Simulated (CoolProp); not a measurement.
Vapour-liquid equilibrium of R143a (1) + dimethyl ether (2) at 197.7 K; x and y are mole fractions of (1).

Model: multi-fluid Helmholtz-energy mixture model, Lemmon and Jacobsen 2000 and Wu 2011; pair parameters Bell 2016, in CoolProp.

| x | bubble pressure (bar) | y at the bubble point | dew pressure at overall composition x (bar) | liquid density (mol/L) |
|---|---|---|---|---|
| 0.05 | 0.06754 | 0.198 | 0.05930 | 17.25 |
| 0.2 | 0.09609 | 0.519 | 0.06769 | 16.81 |
| 0.35 | ___ | 0.682 | 0.07873 | 16.39 |
| 0.5 | ___ | 0.786 | ___ | 15.99 |
| 0.65 | 0.1646 | 0.863 | ___ | 15.61 |
| 0.8 | 0.1851 | 0.926 | ___ | ___ |
| 0.95 | ___ | 0.982 | ___ | 14.88 |

Question: Fill in the missing entries.

Answer: 
- 0.35, bubble pressure (bar): 0.1210
- 0.5, bubble pressure (bar): 0.1435
- 0.5, dew pressure at overall composition x (bar): 0.09381
- 0.65, dew pressure at overall composition x (bar): 0.1153
- 0.8, dew pressure at overall composition x (bar): 0.1470
- 0.8, liquid density (mol/L): 15.23
- 0.95, bubble pressure (bar): 0.2057
- 0.95, dew pressure at overall composition x (bar): 0.1936

No azeotrope shows between x = 0.05 and 0.95.

Pair parameters are fitted to limited data, so mixtures are less certain than the pure fluids.
